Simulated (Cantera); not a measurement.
An adiabatic, constant-volume homogeneous reactor starts with CH₄ : O₂ : N₂ = 1 : 1.33 : 8 (molar parts), at 1525 K and 1.18 atm.

Detailed kinetics in Cantera: GRI-Mech 3.0 (53 species, 325 reactions).

### Question
Predict: time of steepest temperature rise; temperature at 0.500 s; equilibrium temperature; x(O₂) at 0.500 s; x(CO₂) at 0.500 s; x(HCO) at 0.500 s; x(N₂O) at 0.500 s; x(H) at 0.500 s.

### Answer
```
Property                                                               Value
---------------------------------  -----------------------------------------
time of steepest temperature rise                                    1.32 ms
temperature at 0.500 s                                                2731 K
equilibrium temperature                                               2731 K
x(O₂) at 0.500 s                   0.000577 (gas-phase equilibrium 0.000577)
x(CO₂) at 0.500 s                      0.0220 (gas-phase equilibrium 0.0220)
x(HCO) at 0.500 s                    1.60e-7 (gas-phase equilibrium 1.60e-7)
x(N₂O) at 0.500 s                    1.36e-7 (gas-phase equilibrium 1.36e-7)
x(H) at 0.500 s                      0.00981 (gas-phase equilibrium 0.00981)
```
